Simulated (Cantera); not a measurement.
Cantera run:

```python
import numpy as np
import cantera as ct

gas_names = [...]  # 45 gases of nasa_gas.yaml made of Al, Cl, H, N, O
cond_names = """
    AL(cr) AL(L) ALCL3(s) ALCL3(L) ALN(s) AL2O3(a) AL2O3(L) H2O(s) H2O(L) NH4CL(a) NH4CL(b)
""".split()


# ... load() reads the species with a 1 bar reference pressure and builds the phases ...
atoms = {
    'AlCl3': {'AL': 1, 'CL': 3},
    'HCl': {'H': 1, 'CL': 1},
    'H2': {'H': 2},
    'N2O': {'N': 2, 'O': 1},
}
top_T = {'ALN(s)': 2750}  # K; cautious upper limits of use, not melting points


# ... equilibrate(T, P, feed) seeds the gas with the atoms and calls Mixture.equilibrate('TP', solver="vcs", rtol=1e-11, max_steps=5000) ...
results = []
feed = {'AlCl3': 1, 'HCl': 0.61, 'H2': 88, 'N2O': 1.5}  # mol
T = 1450  # K
P = 6000  # Pa
mix = equilibrate(T, P, feed)
results.append((T, P, feed, dict(zip(mix.species_names, mix.species_moles))))
print(gas.report(threshold=1e-05))
for i in range(1, mix.n_phases):
    print(f"{mix.phase(i).name:16s} {mix.phase_moles(i):12.5e} mol")
```

Result:

```
       temperature   1450 K
          pressure   6000 Pa
           density   0.0018918 kg/m^3
  mean mol. weight   3.8013 kg/kmol
   phase of matter   gas

                          1 kg             1 kmol
                     ---------------   ---------------
          enthalpy        8.1918e+06        3.1139e+07  J
   internal energy        5.0203e+06        1.9084e+07  J
           entropy             54341        2.0657e+05  J/K
    Gibbs function       -7.0603e+07       -2.6838e+08  J
 heat capacity c_p            8487.9             32265  J/K
 heat capacity c_v            6300.6             23951  J/K

                      mass frac. Y      mole frac. X     chem. pot. / RT
                     ---------------   ---------------   ---------------
             ALCL3         0.0012982        3.7013e-05           -106.72
                 H        9.9485e-06        3.7517e-05           -10.688
               HCL           0.37672          0.039279           -39.009
                H2           0.50075           0.94419           -21.375
               H2O        0.00033412        7.0501e-05           -58.584
                N2           0.12067          0.016373           -32.834
     [  +39 minor]        0.00022106         1.177e-05

AL(L)             0.00000e+00 mol
ALCL3(L)          0.00000e+00 mol
ALN(s)            0.00000e+00 mol
AL2O3(a)          4.97847e-01 mol
```

Method: chemical equilibrium by Gibbs-energy minimisation in Cantera with the NASA 1993 tables (ideal gas, pure condensed phases).
